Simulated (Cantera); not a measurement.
An adiabatic, constant-pressure homogeneous reactor starts with CH₄ : O₂ : N₂ = 1 : 2 : 7.52 (molar parts), equivalence ratio 1.0, at 1750 K and 1.38 atm. Integrator tolerance rtol = 1e-08.

Cantera simulation using GRI-Mech 3.0 (53 species, 325 reactions); the numbers are that mechanism's predictions, not measurements.

What does this change do: 0.032 parts C2H6 added?


```csv
quantity,before,after
time of steepest temperature rise,0.116 ms,59.5 µs
temperature at 0.300 s,2846 K,2858 K
equilibrium temperature,2846 K,2858 K
x(CH₄) at 0.300 s,<1e-12 (gas-phase equilibrium <1e-12),<1e-12 (gas-phase equilibrium <1e-12)
x(O₂) at 0.300 s,0.0213 (gas-phase equilibrium 0.0213),0.0174 (gas-phase equilibrium 0.0174)
x(CO) at 0.300 s,0.0465 (gas-phase equilibrium 0.0465),0.0525 (gas-phase equilibrium 0.0525)
x(C₂H) at 0.300 s,<1e-12 (gas-phase equilibrium <1e-12),<1e-12 (gas-phase equilibrium <1e-12)
x(N₂O) at 0.300 s,7.10e-7 (gas-phase equilibrium 7.10e-7),6.45e-7 (gas-phase equilibrium 6.45e-7)
```

What does this change do: initial temperature 1750 to 1350 K?


```json
[
 {"quantity": "time of steepest temperature rise", "before": "0.116 ms", "after": "4.84 ms"},
 {"quantity": "temperature at 0.300 s", "before": "2846 K", "after": "2700 K"},
 {"quantity": "equilibrium temperature", "before": "2846 K", "after": "2700 K"},
 {"quantity": "x(CH₄) at 0.300 s", "before": "<1e-12 (gas-phase equilibrium <1e-12)", "after": "<1e-12 (gas-phase equilibrium <1e-12)"},
 {"quantity": "x(O₂) at 0.300 s", "before": "0.0213 (gas-phase equilibrium 0.0213)", "after": "0.0168 (gas-phase equilibrium 0.0168)"},
 {"quantity": "x(CO) at 0.300 s", "before": "0.0465 (gas-phase equilibrium 0.0465)", "after": "0.0359 (gas-phase equilibrium 0.0359)"},
 {"quantity": "x(C₂H) at 0.300 s", "before": "<1e-12 (gas-phase equilibrium <1e-12)", "after": "<1e-12 (gas-phase equilibrium <1e-12)"},
 {"quantity": "x(N₂O) at 0.300 s", "before": "7.10e-7 (gas-phase equilibrium 7.10e-7)", "after": "5.19e-7 (gas-phase equilibrium 5.19e-7)"}
]
```
